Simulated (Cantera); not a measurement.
Mixture: C₃H₈ : O₂ : N₂ = 1 : 3.33 : 12.5 (molar parts), at 510 Torr, adiabatic and at constant volume. Ignition delay is the time to a rise of 400 K.

Computed with Cantera and GRI-Mech 3.0 (53 species, 325 reactions). GRI-Mech 3.0 was tuned for natural gas; its chemistry of propane as a main component is partial and can be far from experiment.

Q: What does this change do: pressure from 510 Torr to 1200 Torr?

A: 
```
quantity                                                before       after
--------------------------------------------------  ----------  ----------
delay at 1025 K                                        0.405 s     0.229 s
delay at 1100 K                                        64.8 ms     41.3 ms
delay at 1175 K                                        11.8 ms     7.92 ms
delay at 1250 K                                        2.64 ms     1.78 ms
delay at 1325 K                                       0.754 ms    0.493 ms
delay at 1400 K                                       0.270 ms    0.168 ms
delay at 1475 K                                       0.118 ms     69.8 µs
apparent activation energy between 1325 and 1475 K  200 kJ/mol  210 kJ/mol
```

Q: What does this change do: constant pressure in place of constant volume?

A: 
| quantity | before | after |
|---|---|---|
| delay at 1025 K | 0.405 s | 0.421 s |
| delay at 1100 K | 64.8 ms | 69.1 ms |
| delay at 1175 K | 11.8 ms | 12.8 ms |
| delay at 1250 K | 2.64 ms | 2.90 ms |
| delay at 1325 K | 0.754 ms | 0.833 ms |
| delay at 1400 K | 0.270 ms | 0.301 ms |
| delay at 1475 K | 0.118 ms | 0.133 ms |
| apparent activation energy between 1325 and 1475 K | 200 kJ/mol | 200 kJ/mol |
